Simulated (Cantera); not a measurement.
**Sublimation and decomposition of ceramics: Si₃N₄ + Si + N₂**

A closed system holds: 1 mol Si₃N₄, 0.0078 mol Si, 0.17 mol N₂, held at 10.0 Torr.

Equilibrium computed with Cantera from the NASA thermochemical tables; the gas is ideal and each condensed phase is pure. Candidate condensed phases: Si, Si₃N₄; 7 gas species. The tables' values for SiN are old estimates; treat these amounts as uncertain. Rates play no part.

At 1773 K the condensed part is Si₃N₄(s). From 1923 K to 2523 K the condensed part is Si(l). From 2673 K to 2973 K nothing is condensed. The main Si-bearing gas is Si throughout.

```csv
T (K),x N₂,x Si,x Si₂,x SiN,x Si₂N,x Si₃,x N,n Si₃N₄(s),n Si(l)
1773,1.000,8.99e-5,2.82e-7,4.99e-6,4.65e-6,3.83e-8,1.94e-10,1.00,0
1923,0.999,0.00127,1.09e-5,4.63e-5,6.54e-5,2.42e-6,2.46e-9,0,3.00
2073,0.992,0.00748,9.18e-5,0.000189,0.000233,1.90e-5,2.15e-8,0,2.99
2223,0.964,0.0345,0.000577,0.000631,0.000684,0.000112,1.39e-7,0,2.92
2373,0.862,0.131,0.00286,0.00173,0.00167,0.000520,6.81e-7,0,2.65
2523,0.557,0.422,0.0117,0.00354,0.00309,0.00200,2.33e-6,0,1.22
2673,0.423,0.563,0.00899,0.00334,0.00125,0.000689,7.37e-6,0,0
2823,0.420,0.572,0.00440,0.00281,0.000387,0.000129,2.33e-5,0,0
2973,0.419,0.576,0.00227,0.00239,0.000133,2.79e-5,6.55e-5,0,0
```
x: gas mole fraction; n: condensed amount in mol.
